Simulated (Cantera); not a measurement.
A closed system holds: 1 mol (CH3)2SiCl2, 1.7 mol CH4, 180 mol H2, held at 1698 K.

Cantera equilibrium calculation (NASA polynomials, part measured and part estimated; ideal gas, pure solids and liquids). Candidate condensed phases: C, C6H6, C7H8, C8H18, Si, SiC; 109 gas species. The feed counts by its element totals alone. The numbers say what is thermodynamically allowed, not how fast it happens.

x: gas mole fraction; n: condensed amount in mol.

```tsv
P (Pa)	x H2	x HCl	x H	x CH4	x C2H2 (acetylene)	x Cl	n C(graphite)	n SiC(s)
100	0.985	0.0106	0.00454	?	7.10e-5	3.80e-5	2.68	0.997
220	0.986	0.0106	0.00306	?	7.11e-5	2.56e-5	2.67	0.998
460	0.987	0.0106	0.00212	?	7.11e-5	1.77e-5	2.67	0.998
1000	0.988	0.0106	0.00144	?	7.12e-5	1.20e-5	2.67	0.999
2200	0.988	0.0106	0.000969	?	7.12e-5	8.12e-6	2.67	0.999
4600	0.989	0.0107	0.000670	?	7.12e-5	5.62e-6	2.67	0.999
10000	0.989	0.0107	0.000455	?	7.12e-5	3.81e-6	2.65	0.999
22000	0.989	0.0107	0.000307	?	7.12e-5	2.57e-6	2.63	0.999
46000	0.989	0.0107	0.000212	?	7.12e-5	1.78e-6	2.58	0.999
100000	0.988	0.0107	0.000144	?	7.12e-5	1.21e-6	2.47	0.999
```

Fill in the missing entries.


- 100, x CH4: 1.07e-6
- 220, x CH4: 2.36e-6
- 460, x CH4: 4.95e-6
- 1000, x CH4: 1.08e-5
- 2200, x CH4: 2.37e-5
- 4600, x CH4: 4.96e-5
- 10000, x CH4: 0.000108
- 22000, x CH4: 0.000237
- 46000, x CH4: 0.000496
- 100000, x CH4: 0.00108
